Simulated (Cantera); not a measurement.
A perfectly stirred reactor is fed with C₂H₆ : N₂ = 1 : 1.2 (molar parts), at 0.0267 bar; it is held at 1425 K, and followed from long to short residence time.

Computed with Cantera and GRI-Mech 3.0 (53 species, 325 reactions). GRI-Mech 3.0 stops at C3 and has no aromatics, soot or wall deposition, so with more carbon than oxygen in the feed, carbon stays in small species such as C2H2 where larger ones or solid carbon would form. Radical loss at walls, strong at low pressure, is not modelled.

Problem. What does this change do: temperature 1425 to 1600 K?

Solution. 
| quantity | before | after |
|---|---|---|
| x(C₂H₆) at τ = 25.0 s | 9.23e-5 | 1.04e-5 |
| x(CH₄) at τ = 25.0 s | 0.0452 | 0.0156 |
| x(CH₂) at τ = 25.0 s | 1.34e-8 | 1.21e-7 |
| x(C₂H₂) at τ = 25.0 s | 0.224 | 0.234 |
| x(H) at τ = 25.0 s | 6.19e-5 | 0.000305 |
| x(C₂H₆) at τ = 0.270 s | 0.00428 | 0.000638 |
| x(CH₄) at τ = 0.270 s | 0.111 | 0.0682 |
| x(CH₂) at τ = 0.270 s | 1.96e-7 | 1.51e-6 |
| x(C₂H₂) at τ = 0.270 s | 0.184 | 0.216 |
| x(H) at τ = 0.270 s | 0.000132 | 0.000534 |

Problem. What does this change do: temperature 1425 to 1100 K?

Solution. 
| quantity | before | after |
|---|---|---|
| x(C₂H₆) at τ = 25.0 s | 9.23e-5 | 0.0111 |
| x(CH₄) at τ = 25.0 s | 0.0452 | 0.0546 |
| x(CH₂) at τ = 25.0 s | 1.34e-8 | 1.94e-11 |
| x(C₂H₂) at τ = 25.0 s | 0.224 | 0.0823 |
| x(H) at τ = 25.0 s | 6.19e-5 | 2.08e-6 |
| x(C₂H₆) at τ = 0.270 s | 0.00428 | 0.313 |
| x(CH₄) at τ = 0.270 s | 0.111 | 0.0107 |
| x(CH₂) at τ = 0.270 s | 1.96e-7 | 1.10e-10 |
| x(C₂H₂) at τ = 0.270 s | 0.184 | 0.00172 |
| x(H) at τ = 0.270 s | 0.000132 | 1.78e-6 |

Problem. What does this change do: temperature 1425 to 1025 K?

Solution. 
```csv
quantity,before,after
x(C₂H₆) at τ = 25.0 s,9.23e-5,0.0571
x(CH₄) at τ = 25.0 s,0.0452,0.0305
x(CH₂) at τ = 25.0 s,1.34e-8,1.24e-12
x(C₂H₂) at τ = 25.0 s,0.224,0.0148
x(H) at τ = 25.0 s,6.19e-5,5.41e-7
x(C₂H₆) at τ = 0.270 s,0.00428,0.429
x(CH₄) at τ = 0.270 s,0.111,0.000941
x(CH₂) at τ = 0.270 s,1.96e-7,2.26e-12
x(C₂H₂) at τ = 0.270 s,0.184,5.48e-5
x(H) at τ = 0.270 s,0.000132,3.17e-7
```
